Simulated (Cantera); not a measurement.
# Stirred combustor or abatement burner

A perfectly stirred reactor is fed with CH4 : C2H6 : O2 : N2 : H2O = 1 : 0.078 : 2.53 : 8.84 : 0.027 (molar parts), at 120000 Pa; it is adiabatic with a 650 K inlet, and is followed from long to short residence time, starting on the burning branch (τ in s: 0.26, 0.083, 0.027, 0.0086, 0.0028, 0.0009, 0.00029, 9.4e-05, 3e-05).

Detailed kinetics in Cantera: GRI-Mech 3.0 (53 species, 325 reactions).

| τ (s) | T (K) | x CH4 | x C2H6 | x O2 | x NO | x H2O2 |
|---|---|---|---|---|---|---|
| 0.26 | 2379 | 4.41e-7 | 4.15e-9 | 0.0223 | 0.00496 | 1.51e-7 |
| 0.083 | 2378 | 1.34e-6 | 1.29e-8 | 0.0229 | 0.00399 | 1.52e-7 |
| 0.027 | 2372 | 3.84e-6 | 3.89e-8 | 0.0239 | 0.00257 | 1.54e-7 |
| 0.0086 | 2352 | 1.05e-5 | 1.20e-7 | 0.0255 | 0.00130 | 1.55e-7 |
| 0.0028 | 2303 | 2.56e-5 | 3.56e-7 | 0.0279 | 0.000599 | 1.64e-7 |
| 0.00090 | 2224 | 6.11e-5 | 1.03e-6 | 0.0312 | 0.000261 | 2.01e-7 |
| 0.00029 | 2124 | 0.000156 | 2.95e-6 | 0.0354 | 0.000118 | 2.75e-7 |
| 9.4e-5 | 2014 | 0.000463 | 9.16e-6 | 0.0413 | 5.62e-5 | 3.94e-7 |
| 3.0e-5 | 1856 | 0.00259 | 5.22e-5 | 0.0587 | 1.84e-5 | 6.75e-7 |
x: mole fraction; the columns are a selection and need not sum to one.
